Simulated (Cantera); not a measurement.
Cantera run:

```python
import numpy as np
import cantera as ct

gas_names = [...]  # 118 gases of nasa_gas.yaml made of C, Cl, F, H
cond_names = """
    C(gr) C6H6(L) C7H8(L) C8H18(L),n-octa
""".split()


# ... load() reads the species with a 1 bar reference pressure and builds the phases ...
atoms = {
    'CH3F': {'C': 1, 'H': 3, 'F': 1},
    'HCl': {'H': 1, 'CL': 1},
}
top_T = {'C(gr)': 4500}  # K; cautious upper limits of use, not melting points


# ... equilibrate(T, P, feed) seeds the gas with the atoms and calls Mixture.equilibrate('TP', solver="vcs", rtol=1e-11, max_steps=5000) ...
results = []
feed = {'CH3F': 1, 'HCl': 0.31}  # mol
P = 5200  # Pa
for T in [2648, 2723, 2798, 2873, 2948, 3023, 3098, 3173, 3248, 3323, 3398, 3473, 3548]:
    mix = equilibrate(T, P, feed)
    results.append((T, P, feed, dict(zip(mix.species_names, mix.species_moles))))

top = {s: max(r[3][s] / sum(r[3][g] for g in gas_names) for r in results) for s in gas_names}
cols = sorted((s for s in top if top[s] > 1e-05), key=lambda s: -top[s])[:8]
seen = [c for c in cond_names if any(r[3].get(c, 0) > 1e-12 for r in results)]
print("log10 of partial pressures in bar; condensed amounts in mol")
print(f"{'T/K':>10s}" + "".join(f"{s[:9]:>10s}" for s in cols + seen))
for T, P, feed, n in results:
    ng = sum(n[g] for g in gas_names)
    print(f"{T:10.4g}" + "".join(f"{np.log10(max(n[s] / ng * P / 1e5, 1e-99)):10.3f}" for s in cols)
          + "".join(f"{n.get(c, 0):10.4g}" for c in seen))
```

It prints:

```
log10 of partial pressures in bar; condensed amounts in mol
       T/K         H        HF        H2       HCL        CL        C3         F         C     C(gr)
      2648    -2.204    -1.681    -1.744    -2.283    -2.900    -5.361    -4.663    -5.945    0.9637
      2723    -2.096    -1.691    -1.776    -2.323    -2.802    -4.924    -4.459    -5.557    0.9524
      2798    -1.998    -1.703    -1.815    -2.373    -2.716    -4.511    -4.264    -5.191    0.9373
      2873    -1.910    -1.717    -1.864    -2.433    -2.642    -4.121    -4.076    -4.843    0.9155
      2948    -1.834    -1.734    -1.923    -2.504    -2.580    -3.751    -3.894    -4.514    0.8805
      3023    -1.768    -1.753    -1.994    -2.588    -2.530    -3.400    -3.718    -4.201     0.818
      3098    -1.715    -1.777    -2.081    -2.688    -2.492    -3.067    -3.545    -3.903    0.6985
      3173    -1.676    -1.809    -2.186    -2.807    -2.468    -2.750    -3.378    -3.620    0.4586
      3248    -1.653    -1.852    -2.315    -2.951    -2.462    -2.466    -3.218    -3.355         0
      3323    -1.619    -1.879    -2.415    -3.070    -2.449    -2.474    -3.062    -3.196         0
      3398    -1.593    -1.910    -2.522    -3.195    -2.442    -2.492    -2.912    -3.047         0
      3473    -1.572    -1.946    -2.634    -3.323    -2.440    -2.521    -2.770    -2.908         0
      3548    -1.557    -1.989    -2.749    -3.454    -2.441    -2.561    -2.640    -2.779         0
```

Cantera equilibrium calculation (NASA polynomials, part measured and part estimated; ideal gas, pure solids and liquids). The tables' values for CCl are old estimates; treat these amounts as uncertain.
